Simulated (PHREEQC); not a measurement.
A column of 1 m (40 cells, dispersivity 0.05 m, 300 s a shift, diffusion coefficient 3e-10 m²/s) holds 0.0065 eq of the database's cation exchanger X per kg of pore water, first in equilibrium with 0.00057 mol/kgw NaCl and 1e-05 mol/kgw HCl. It is flushed with 0.00069 mol (NH4)2SO4, 0.0018 mol MgCl2 and 1e-05 mol HCl per kg of water, at 25 °C. Values are for the last cell. The system is closed to CO2. No solid was allowed to form.

The series has 34 steps of pore volumes, from 0 to 4.963.

The numbers come from PHREEQC with the ion-association model, phreeqc.dat.

Problem. After how many pore volumes does NH4 at the outlet first reach half of its feed value?

Solution. By 2.1 pore volumes; it later peaks at 0.00356 mol/kgw, above the feed's 0.00138.

Problem. After how many pore volumes does Mg at the outlet first reach half of its feed value?

Solution. By 2.7 pore volumes.

Problem. After how many pore volumes does S at the outlet first reach half of its feed value?

Solution. By 1.1 pore volumes.
